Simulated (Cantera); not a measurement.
Mixture: 29.6 % H₂, 14.8 % O₂, 55.6 % N₂, equivalence ratio 1.0, at 5.00 bar, adiabatic and at constant pressure. Ignition delay is the time to a rise of 400 K.

Computed with Cantera and GRI-Mech 3.0 (53 species, 325 reactions). The hydrogen kinetics of GRI-Mech 3.0 are dated; newer H2 mechanisms differ, most at raised pressure. Where the delays flatten at high temperature, the 400 K rule measures the pace of heat release, not the induction time.

**Question.** Predict: delay at 1050 K; delay at 1150 K; delay at 1250 K; delay at 1350 K; delay at 1450 K; apparent activation energy between 1400 and 1500 K.

**Answer.** 
```json
{
 "delay at 1050 K": "2.68 ms",
 "delay at 1150 K": "44.9 µs",
 "delay at 1250 K": "9.55 µs",
 "delay at 1350 K": "5.10 µs",
 "delay at 1450 K": "3.35 µs",
 "apparent activation energy between 1400 and 1500 K": "63 kJ/mol"
}
```
